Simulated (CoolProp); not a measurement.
Saturation properties of R227EA.

The numbers come from the reference Helmholtz-energy equation of state, Lemmon 2016 in CoolProp.

| T (°C) | p (MPa) | vapour density (kg/m³) | enthalpy of vaporisation (kJ/kg) | surface tension (mN/m) | vapour viscosity (µPa s) |
|---|---|---|---|---|---|
| -4.85 | 0.1624 | 13.28 | 126.7 | 10.6 | 10.2 |
| 2.65 | 0.2155 | 17.42 | 123.2 | 9.67 | … |
| 10.15 | 0.2810 | 22.52 | 119.5 | … | 10.9 |
| 17.65 | 0.3608 | 28.77 | 115.6 | … | 11.2 |
| 25.15 | 0.4568 | 36.37 | 111.5 | 7.02 | 11.5 |
| 32.65 | 0.5710 | 45.57 | 107.1 | 6.17 | 11.9 |
| 40.05 | 0.7034 | 56.54 | 102.5 | 5.36 | 12.3 |
| 47.55 | 0.8600 | 69.97 | 97.40 | 4.56 | 12.7 |
| 55.05 | 1.041 | 86.31 | 91.83 | 3.78 | 13.2 |
| 62.55 | 1.250 | 106.4 | 85.67 | 3.03 | 13.8 |
| 70.05 | 1.489 | 131.4 | 78.74 | 2.32 | 14.4 |

Problem. Complete the blanks.

Solution. 
- 2.65, vapour viscosity (µPa s): 10.5
- 10.15, surface tension (mN/m): 8.77
- 17.65, surface tension (mN/m): 7.88

It boils at -16.3 °C under 1 atm.

Viscosity comes from a separate model (Huber 2003), an estimate that may be off by 10 % or more. Surface tension comes from a separate correlation (Mulero 2012).
